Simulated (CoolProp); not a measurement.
Properties of hydrogen chloride along the isotherm 334 K (Tc = 324.7 K, pc = 8.314 MPa, ω = 0.130).

The numbers come from the reference Helmholtz-energy equation of state, Thol 2018 in CoolProp.

```
p (MPa)  phase  speed of sound (m/s)  expansivity (1/kK)  fugacity coefficient
-------  -----  --------------------  ------------------  --------------------
0.378      gas                 323.6               3.144                0.9845
0.756      gas                 320.7               3.306                0.9691
1.13       gas                   ___                 ___                0.9539
1.51       gas                 314.9               3.676                0.9387
1.89       gas                 311.9               3.889                0.9236
2.27       gas                 308.9               4.124                0.9085
2.65       gas                 305.8               4.385                0.8936
3.02       gas                 302.8               4.667                0.8792
3.4        gas                 299.7               4.991                0.8645
3.78       gas                   ___               5.356                0.8498
4.16       gas                   ___               5.769                   ___
```

Question: What belongs in the gaps?

Answer: 
- 1.13, speed of sound (m/s): 317.9
- 1.13, expansivity (1/kK): 3.481
- 3.78, speed of sound (m/s): 296.5
- 4.16, speed of sound (m/s): 293.2
- 4.16, fugacity coefficient: 0.8353
